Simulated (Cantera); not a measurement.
Cantera with NASA thermochemical tables; ideal gases at 1 bar, condensed phases pure. Values are per mole of reaction as written; species without (g) are pure solids or liquids, kept so even where they would boil at 1 bar.

**Question.** Between 300 and 2473 K, where is each reaction favourable under standard conditions?
- 2 Cl2(g) + 2 SiO(g) = 2 SiCl2(g) + O2(g)
- 2 SiO(g) = O2(g) + 2 Si(g)

**Answer.** 
- 2 Cl2(g) + 2 SiO(g) = 2 SiCl2(g) + O2(g): ΔG° is -106 kJ at 300 K and 102 kJ at 2473 K; it changes sign between 1273 and 1423 K. ΔH° is -130 kJ and ΔS° -94 J/K at 2473 K.
- 2 SiO(g) = O2(g) + 2 Si(g): ΔG° is 1065 kJ at 300 K and 784 kJ at 2473 K; it stays positive (K < 1). ΔH° is 1116 kJ and ΔS° 134 J/K at 2473 K.
